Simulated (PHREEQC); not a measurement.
A solution holds 0.084 mol KHCO3, 0.022 mol Na2B4O7 and 0.0012 mol KCl per kg of water, at 25 °C. Closed to the air; pH follows from the charge balance.

The numbers come from PHREEQC with the Pitzer model, pitzer.dat.

This is a speciation only: nothing precipitates in the calculation.

**Question.** Order these C species by the share of C that they hold, largest first: HCO3-, CO3-2, CO2.

**Answer.** HCO3- (90 %), CO3-2 (10.0 %), CO2 (0.17 %)

**Question.** Order these B species by the share of B that they hold, largest first: B4O5(OH)4-2, B3O3(OH)4-, B(OH)4-, B(OH)3.

**Answer.** B(OH)3 (50 %), B(OH)4- (35 %), B3O3(OH)4- (11 %), B4O5(OH)4-2 (4.2 %)

The pH is 8.95 and the ionic strength 0.139 mol/kgw.
